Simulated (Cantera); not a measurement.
A closed system holds: 1 mol B₂O₃, 9.7 mol HF, 0.24 mol H₂, 0.00011 mol N₂, equilibrated at 0.0975 Torr.

Cantera equilibrium calculation (NASA polynomials, part measured and part estimated; ideal gas, pure solids and liquids). Candidate condensed phases: B, BN, B₂O₃, B₃O₃H₃, H₂O; 62 gas species. Kinetics and transport are ignored.

Q: At 823 K, list the 4 most abundant gas species with their mole fractions, and the condensed phases.

A: HF 0.441, H₂O 0.319, BF₃ 0.208, H₂ 0.0267. Condensed: gas only.
